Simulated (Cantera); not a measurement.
Feed: 1 mol (CH3)2SiCl2, 0.094 mol C2H4, 1.1 mol H2, held at 0.00530 bar.

Cantera equilibrium calculation (NASA polynomials, part measured and part estimated; ideal gas, pure solids and liquids). Candidate condensed phases: C, C6H6, C7H8, C8H18, Si, SiC; 109 gas species. The feed counts by its element totals alone. Gases not in the tables: Si2H6 and higher silanes. The numbers say what is thermodynamically allowed, not how fast it happens.

Over these rows the condensed part is C(graphite) + SiC(s). Partial pressures as log10 of bar:

```json
[
 {"T (K)": "1473", "1000/T (1/K)": "0.6789", "log p SiCl4": "-6.09", "log p H2": "-2.48", "log p HCl": "-2.71", "log p SiCl2": "-4.63"},
 {"T (K)": "1623", "1000/T (1/K)": "0.6161", "log p SiCl4": "-6.80", "log p H2": "-2.48", "log p HCl": "-2.72", "log p SiCl2": "-4.36"},
 {"T (K)": "1773", "1000/T (1/K)": "0.5640", "log p SiCl4": "?", "log p H2": "-2.47", "log p HCl": "-2.73", "log p SiCl2": "-4.16"},
 {"T (K)": "1923", "1000/T (1/K)": "0.5200", "log p SiCl4": "-7.95", "log p H2": "-2.47", "log p HCl": "-2.75", "log p SiCl2": "-4.00"},
 {"T (K)": "2073", "1000/T (1/K)": "0.4824", "log p SiCl4": "-8.46", "log p H2": "-2.48", "log p HCl": "-2.78", "log p SiCl2": "-3.89"},
 {"T (K)": "2223", "1000/T (1/K)": "0.4498", "log p SiCl4": "-8.96", "log p H2": "-2.50", "log p HCl": "-2.84", "log p SiCl2": "-3.83"}
]
```

Problem. Fit log p(SiCl4) = a + b·(1000/T) to the five rows, give the apparent enthalpy, and predict the row at 1773 K.

Solution. Means: 1000/T = 0.5494, log p = -7.652. Sxy = 0.452281, Sxx = 0.0364927, so b = 12.39 and a = -7.652 − (12.39)×0.5494 = -14.46.
Apparent enthalpy: −19.145 × (12.39) = -237 kJ/mol. With the condensed phases at unit activity, C(graphite) + 2 SiCl2(g) = SiCl4(g) + SiC(s) links this pressure to the main gases: over the six rows their terms move log p by +1.60 in all, so the slope isn't that reaction's ΔH° alone. The five rows lie within 0.07 of the line.
Prediction at 1773 K: -14.46 + (12.39)×0.5640 = -7.47. The computed value is -7.41, 0.06 from the line.
